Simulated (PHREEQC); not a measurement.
Dissolve 140 mmol/kgw Cu(NO3)2 and 0.088 mmol/kgw H3BO3 at 25 °C. Closed to the air; pH follows from the charge balance.

Computed with PHREEQC (ion-association model, wateq4f.dat).

| quantity | before | after |
|---|---|---|
| Cu2(OH)2+2 (mol/kgw) | 4.15e-5 | 2.84e-5 |
| CuOH+ (mol/kgw) | 7.84e-6 | 6.24e-6 |
| Cu(OH)2 (mol/kgw) | 1.39e-7 | 1.76e-7 |
| SI of Cu2(OH)3NO3 (Cu2(OH)3NO3) | -0.41 | -0.66 |
| SI of Tenorite (CuO) | -0.75 | -0.67 |

### Question
Which change was made?
(A) H3BO3 from 8.8e-05 to 0.00088 mol/kgw
(B) H3BO3 left out
(C) diluted 2-fold with water
(D) diluted 100-fold with water
(E) H3BO3 replaced by Cu(BF4)2 at the same molality

### Answer
C, diluted 2-fold with water

No solid was allowed to form.
